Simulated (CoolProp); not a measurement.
Properties of octamethyltrisiloxane (MDM) at several states (Tc = 565.4 K, pc = 1438 kPa, ω = 0.528).

Computed with CoolProp (reference Helmholtz-energy equation of state, Thol 2017).

```
T (K)  p (kPa)   phase  density (kg/m³)  cv (kJ/(kg K))  Joule-Thomson coefficient (K/MPa)  expansivity (1/kK)  fugacity coefficient
-----  -------  ------  ---------------  --------------  ---------------------------------  ------------------  --------------------
501.4     53.4     gas            3.091           1.902                              13.09               2.151                0.9805
428.8     12.4     gas           0.8295           1.721                              21.64               2.406                0.9918
226.5     36.9  liquid            885.8           1.351                            -0.5116               1.100              1.770e-5
373.2      714  liquid            738.5           1.654                            -0.3088               1.477               0.02941
526.1     16.1     gas           0.8749           1.955                              10.87               1.937                0.9951
230.3     7000  liquid            888.2           1.357                            -0.5142               1.055              3.995e-7
```
